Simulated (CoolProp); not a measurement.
Vapour-liquid equilibrium of dimethyl ether (1) + n-hexane (2) at 29.05 °C; x and y are mole fractions of (1).

Computed with CoolProp (multi-fluid Helmholtz-energy mixture model, Wu 2011 and Thol 2019; pair parameters Bell 2016).

Problem. Give the bubble pressure and the first vapour's composition at x = 0.2, 0.5, 0.8. Is there an azeotrope?

Solution. x = 0.2: 0.1858 MPa, y = 0.887; x = 0.5: 0.3786 MPa, y = 0.958; x = 0.8: 0.5377 MPa, y = 0.983. No azeotrope shows between x = 0.05 and 0.95.

The pair parameters rest on a limited set of measurements; away from them the model extrapolates.
